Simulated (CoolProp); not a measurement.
A Linde-Hampson liquefier for ethylene: isothermal reversible compression at 320 K from 1 atm to 30 MPa, throttling to 1 atm, return gas leaving the recuperator 2 K below the feed. Each further row changes one setting.

Computed with CoolProp (reference Helmholtz-energy equation of state, Smukala 2000).

```tsv
case	liquid yield per pass	compression work (kJ/kg of gas)
as stated	0.426	444
high pressure 60 MPa	0.407	513
warm-end temperature 350 K	0.354	512
warm-end gap 7 K	0.420	444
```
